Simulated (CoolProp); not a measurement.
The numbers come from the reference Helmholtz-energy equation of state, Thol 2015 in CoolProp.

Task: For 1,2-dichloroethane, give the phase and the Joule-Thomson coefficient (K/MPa) at 500 K and 2 bar; 500 K and 7.56 bar.

Result: 
- 500 K and 2 bar: gas; Joule-Thomson coefficient 13.0
- 500 K and 7.56 bar: gas; Joule-Thomson coefficient 14.1
